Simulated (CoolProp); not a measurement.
Properties of propylene along the isotherm 399 K (Tc = 364.2 K, pc = 45.55 bar, ω = 0.146).

The numbers come from the reference Helmholtz-energy equation of state, Lemmon 2013 in CoolProp.

| p (bar) | phase | expansivity (1/kK) | conductivity (mW/(m K)) | Prandtl number | fugacity coefficient |
|---|---|---|---|---|---|
| 0.36 | gas | 2.523 | 28.7 | 0.761 | 0.9980 |
| 0.608 | gas | 2.534 | 28.7 | 0.762 | 0.9966 |
| 1.03 | gas | 2.553 | 28.8 | 0.762 | 0.9942 |
| 1.73 | gas | 2.586 | 28.9 | 0.762 | 0.9902 |
| 2.92 | gas | 2.644 | 29.0 | 0.763 | 0.9835 |
| 4.93 | gas | 2.745 | 29.3 | 0.764 | … |
| 8.32 | gas | 2.932 | 29.9 | 0.769 | 0.9534 |
| 14 | gas | 3.294 | … | 0.781 | 0.9223 |
| 23.7 | gas | 4.112 | 32.7 | 0.821 | 0.8700 |
| 40 | gas | 6.567 | 37.4 | 0.960 | … |
| 67.5 | supercritical | 21.63 | 57.5 | 1.96 | 0.6451 |
| 114 | supercritical | 7.845 | 79.4 | 2.07 | 0.4730 |

Fill in the missing entries.


- 4.93, fugacity coefficient: 0.9723
- 14, conductivity (mW/(m K)): 30.8
- 40, fugacity coefficient: 0.7847

Viscosity comes from a separate model (Huber 2003), an estimate that may be off by 10 % or more. Thermal conductivity comes from a separate model (Huber 2003), an estimate that may be off by 10 % or more.
